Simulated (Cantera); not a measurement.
An adiabatic, constant-pressure homogeneous reactor starts with C₃H₈ : O₂ : N₂ = 1 : 9.26 : 34.8 (molar parts), at 1150 K and 500000 Pa.

Detailed kinetics in Cantera: GRI-Mech 3.0 (53 species, 325 reactions). GRI-Mech 3.0 was tuned for natural gas; its chemistry of propane as a main component is partial and can be far from experiment.

x: mole fraction; the columns are a selection and need not sum to one.

```
t (s)     T (K)  x C₃H₈    x O₂    x H₂O₂    x NO₂   x C₂H    x CH₃     x CH₄
--------  -----  ------  ------  --------  -------  ------  -------  --------
3.00e-6    1150  0.0222   0.206  3.69e-10   <1e-12  <1e-12      ___   1.06e-9
6.84e-6    1150  0.0222   0.206   2.29e-9   <1e-12  <1e-12      ___   5.66e-9
1.56e-5    1150  0.0222   0.206   1.26e-8   <1e-12  <1e-12      ___   3.01e-8
3.55e-5    1150  0.0222   0.206   6.38e-8   <1e-12  <1e-12      ___   1.63e-7
8.10e-5    1150  0.0222   0.205   2.82e-7   <1e-12  <1e-12      ___   9.19e-7
0.000185   1150  0.0222   0.205   8.65e-7   <1e-12  <1e-12      ___   5.31e-6
0.000421   1150  0.0221   0.205   1.26e-6   <1e-12  <1e-12  1.12e-5   2.28e-5
0.000960   1150  0.0219   0.205   1.53e-6   <1e-12  <1e-12  1.17e-5   6.79e-5
0.00219    1151  0.0214   0.205   2.43e-6   <1e-12  <1e-12      ___  0.000190
0.00499    1156  0.0192   0.203   1.04e-5   <1e-12  <1e-12      ___  0.000684
0.0114     2285  <1e-12  0.0913   2.43e-7  1.58e-6  <1e-12   <1e-12    <1e-12
0.0259     2280  <1e-12  0.0902   2.39e-7  5.33e-6  <1e-12   <1e-12    <1e-12
0.0591     2274  <1e-12  0.0886   2.33e-7  1.07e-5  <1e-12   <1e-12    <1e-12
0.135      2269  <1e-12  0.0874   2.29e-7  1.47e-5  <1e-12   <1e-12    <1e-12
0.307      2268  <1e-12  0.0872   2.28e-7  1.55e-5  <1e-12   <1e-12    <1e-12
0.700      2268  <1e-12  0.0872   2.28e-7  1.55e-5  <1e-12   <1e-12    <1e-12
```

Question: Fill in the missing entries.

Answer: 
- 3.00e-6, x CH₃: 1.06e-7
- 6.84e-6, x CH₃: 2.46e-7
- 1.56e-5, x CH₃: 5.76e-7
- 3.55e-5, x CH₃: 1.38e-6
- 8.10e-5, x CH₃: 3.50e-6
- 0.000185, x CH₃: 8.40e-6
- 0.00219, x CH₃: 1.33e-5
- 0.00499, x CH₃: 2.27e-5
